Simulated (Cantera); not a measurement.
# Thermodynamics of roasting and sulfation, feed MgO + SO3 + H2O + SO2

A closed system holds: 1 mol MgO, 0.19 mol SO3, 0.3 mol H2O, 0.12 mol SO2, held at 3.60 bar.

Cantera equilibrium calculation (NASA polynomials, part measured and part estimated; ideal gas, pure solids and liquids). Candidate condensed phases: H2O, H2SO4, Mg, MgO, Mg(OH)2, MgS, MgSO4, S; 26 gas species. Mutual solubility and eutectic melting of coexisting phases are not modelled. The numbers say what is thermodynamically allowed, not how fast it happens.

| T (K) | x H2O | x SO2 | x O2 | x SO3 | x H2 | n MgO(s) | n MgSO4(s) |
|---|---|---|---|---|---|---|---|
| 948 | 0.714 | 0.286 | <1e-12 | 2.26e-7 | 5.30e-5 | 0.810 | 0.190 |
| 998 | 0.714 | 0.286 | 1.75e-12 | 1.32e-6 | 2.35e-5 | 0.810 | 0.190 |
| 1048 | 0.714 | 0.286 | 1.29e-10 | 6.51e-6 | 1.13e-5 | 0.810 | 0.190 |
| 1098 | 0.714 | 0.286 | 6.39e-9 | 2.75e-5 | 5.91e-6 | 0.810 | 0.190 |
| 1148 | 0.714 | 0.286 | 2.21e-7 | 0.000102 | 3.29e-6 | 0.810 | 0.190 |
| 1198 | 0.714 | 0.286 | 5.61e-6 | 0.000335 | 1.94e-6 | 0.810 | 0.190 |
| 1248 | 0.713 | 0.286 | 0.000108 | 0.000998 | 1.20e-6 | 0.811 | 0.189 |
| 1298 | 0.709 | 0.287 | 0.00163 | 0.00272 | 7.76e-7 | 0.813 | 0.187 |
| 1348 | 0.672 | 0.304 | 0.0177 | 0.00682 | 5.26e-7 | 0.829 | 0.171 |
x: gas mole fraction; n: condensed amount in mol.

From 948 K to 1348 K the condensed part is MgO(s) + MgSO4(s).
